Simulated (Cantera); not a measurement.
Feed: 1 mol PbO, 1.9 mol CH₄, 1.1 mol N₂, held at 2025 K and 135 Torr.

Cantera equilibrium calculation (NASA polynomials, part measured and part estimated; ideal gas, pure solids and liquids). Equilibrium is a limit: real reactors are often held back by kinetics, nucleation or transport.

```
species             before     after
----------------  --------  --------
H₂                   0.545     0.474
N₂                   0.157     0.149
CO                   0.145     0.138
H                  0.00335    0.0961
Pb                   0.145     0.138
CH₄                2.13e-5   1.69e-8
Pb₂                1.75e-5   1.68e-8
CN                 7.27e-7   2.19e-5
C₂H₂ (acetylene)  0.000493  0.000428
HNC               0.000282  0.000257
HCN                0.00475   0.00432
C(graphite), mol     0.858     0.860
```
Gas species are given as mole fractions.

Q: Name the change that produced these shifts.
(A) temperature from 2025 K to 2600 K
(B) N₂ from 1.1 to 0.3 mol
(C) temperature from 2025 K to 825 K
(D) pressure from 135 Torr to 0.143 Torr

A: D, pressure from 135 Torr to 0.143 Torr
